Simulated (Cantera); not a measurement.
Charge: 1 mol SiH4, 0.64 mol Cl2, 3.6 mol N2, at 1423.15 K and 0.0550 bar.

Method: chemical equilibrium by Gibbs-energy minimisation in Cantera with the NASA 1993 tables (ideal gas, pure condensed phases). Candidate condensed phases: NH4Cl, Si, Si3N4; 28 gas species. N2 is the only nitrogen source here; it is nearly inert below about 1500 K, so the nitride shown seldom forms there in practice. The tables' values for SiCl3 are old estimates; treat these amounts as uncertain. Kinetics and transport are ignored.

Base state: N2 0.529, H2 0.252, HCl 0.213, SiCl2 0.00260, SiCl4 0.00180, SiCl3 0.00109, SiHCl3 0.000165, H 1.42e-5 (mole fractions); condensed: Si3N4(s).

Task: What changes in the equilibrium state with this change: pressure from 0.0550 bar to 0.0133 bar?

Result: 
```json
[
 {"species": "N2", "before": "0.529", "after": "0.530"},
 {"species": "H2", "before": "0.252", "after": "0.253"},
 {"species": "HCl", "before": "0.213", "after": "0.208"},
 {"species": "SiCl2", "before": "0.00260", "after": "0.00632"},
 {"species": "H", "before": "1.42e-5", "after": "2.90e-5"},
 {"species": "Cl", "before": "9.88e-6", "after": "1.95e-5"},
 {"species": "SiCl4", "before": "0.00180", "after": "0.00100"},
 {"species": "SiHCl3", "before": "0.000165", "after": "9.49e-5"},
 {"species": "SiCl3", "before": "0.00109", "after": "0.00127"},
 {"species": "Si3N4(s), mol", "before": "0.323", "after": "0.317"}
]
```
